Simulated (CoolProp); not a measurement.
Properties of R134a along the isobar 16.3 MPa (Tc = 101.1 °C, pc = 4.059 MPa, ω = 0.327).

Values from CoolProp's reference Helmholtz-energy equation of state, Tillner-Roth 1994.

```json
[
 {"T (°C)": "68.75", "phase": "liquid", "cv (kJ/(kg K))": "0.9609", "speed of sound (m/s)": "497.2", "Joule-Thomson coefficient (K/MPa)": "?", "isothermal compressibility (1/MPa)": "0.005202", "fugacity coefficient": "0.1524"},
 {"T (°C)": "82.85", "phase": "liquid", "cv (kJ/(kg K))": "0.9788", "speed of sound (m/s)": "453.6", "Joule-Thomson coefficient (K/MPa)": "0.06298", "isothermal compressibility (1/MPa)": "0.006555", "fugacity coefficient": "0.1923"},
 {"T (°C)": "96.95", "phase": "liquid", "cv (kJ/(kg K))": "0.9970", "speed of sound (m/s)": "412.3", "Joule-Thomson coefficient (K/MPa)": "0.1699", "isothermal compressibility (1/MPa)": "?", "fugacity coefficient": "0.2362"},
 {"T (°C)": "111.15", "phase": "supercritical", "cv (kJ/(kg K))": "1.016", "speed of sound (m/s)": "373.4", "Joule-Thomson coefficient (K/MPa)": "?", "isothermal compressibility (1/MPa)": "?", "fugacity coefficient": "0.2835"},
 {"T (°C)": "125.25", "phase": "supercritical", "cv (kJ/(kg K))": "1.034", "speed of sound (m/s)": "338.0", "Joule-Thomson coefficient (K/MPa)": "0.4662", "isothermal compressibility (1/MPa)": "0.01413", "fugacity coefficient": "0.3325"},
 {"T (°C)": "139.45", "phase": "supercritical", "cv (kJ/(kg K))": "1.053", "speed of sound (m/s)": "?", "Joule-Thomson coefficient (K/MPa)": "0.6618", "isothermal compressibility (1/MPa)": "?", "fugacity coefficient": "0.3829"},
 {"T (°C)": "153.55", "phase": "supercritical", "cv (kJ/(kg K))": "1.072", "speed of sound (m/s)": "280.0", "Joule-Thomson coefficient (K/MPa)": "0.8833", "isothermal compressibility (1/MPa)": "0.02382", "fugacity coefficient": "0.4329"},
 {"T (°C)": "167.75", "phase": "supercritical", "cv (kJ/(kg K))": "1.089", "speed of sound (m/s)": "258.5", "Joule-Thomson coefficient (K/MPa)": "1.121", "isothermal compressibility (1/MPa)": "0.03008", "fugacity coefficient": "0.4821"},
 {"T (°C)": "181.85", "phase": "supercritical", "cv (kJ/(kg K))": "1.106", "speed of sound (m/s)": "242.5", "Joule-Thomson coefficient (K/MPa)": "1.349", "isothermal compressibility (1/MPa)": "0.03661", "fugacity coefficient": "0.5290"}
]
```

### Question
What belongs in the gaps?

### Answer

- 68.75, Joule-Thomson coefficient (K/MPa): -0.02306
- 96.95, isothermal compressibility (1/MPa): 0.008373
- 111.15, Joule-Thomson coefficient (K/MPa): 0.3035
- 111.15, isothermal compressibility (1/MPa): 0.01084
- 139.45, speed of sound (m/s): 306.5
- 139.45, isothermal compressibility (1/MPa): 0.01846
